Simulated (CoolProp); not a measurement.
The numbers come from the reference Helmholtz-energy equation of state, de Reuck 1990 in CoolProp.

Q: For fluorine, give the phase and the density (kg/m³), cv (kJ/(kg K)), isothermal compressibility (1/MPa), expansivity (1/kK) at -195.75 °C and 3.72 bar; -174.05 °C and 3.72 bar.

A: 
- -195.75 °C and 3.72 bar: liquid; density 1550, cv 0.843, isothermal compressibility 0.00141, expansivity 4.28
- -174.05 °C and 3.72 bar: gas; density 18.7, cv 0.597, isothermal compressibility 2.94, expansivity 13.1
